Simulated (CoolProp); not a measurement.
Vapour-liquid equilibrium of R114 (1) + n-pentane (2) at 385.7 K; x and y are mole fractions of (1).

Model: multi-fluid Helmholtz-energy mixture model, Platzer 1990 and Thol 2019; pair parameters Bell 2016, in CoolProp. This equation is an older, rougher fit; its heat capacities, sound speeds and derivatives of the liquid may be far off and weren't checked against measurements.

| x | bubble pressure (kPa) | y at the bubble point | dew pressure at overall composition x (kPa) | liquid density (mol/L) |
|---|---|---|---|---|
| 0.05 | 856.5 | 0.117 | 810.4 | 7.170 |
| 0.125 | 966.1 | 0.255 | 862.3 | 7.108 |
| 0.2 | 1067 | 0.362 | 920.0 | 7.045 |
| 0.275 | 1161 | 0.448 | 984.3 | 6.980 |
| 0.35 | 1248 | 0.522 | 1056 | 6.914 |
| 0.425 | 1329 | 0.586 | 1135 | 6.848 |
| 0.5 | 1405 | 0.643 | 1222 | 6.782 |
| 0.575 | 1477 | 0.697 | 1316 | 6.717 |
| 0.65 | 1545 | 0.749 | 1414 | 6.655 |
| 0.725 | 1609 | 0.800 | 1513 | 6.596 |
| 0.8 | 1670 | 0.852 | 1609 | 6.543 |
| 0.875 | 1726 | 0.905 | 1695 | 6.496 |
| 0.95 | 1779 | 0.961 | 1770 | 6.459 |

No azeotrope shows between x = 0.05 and 0.95.

Pair parameters are fitted to limited data, so mixtures are less certain than the pure fluids.
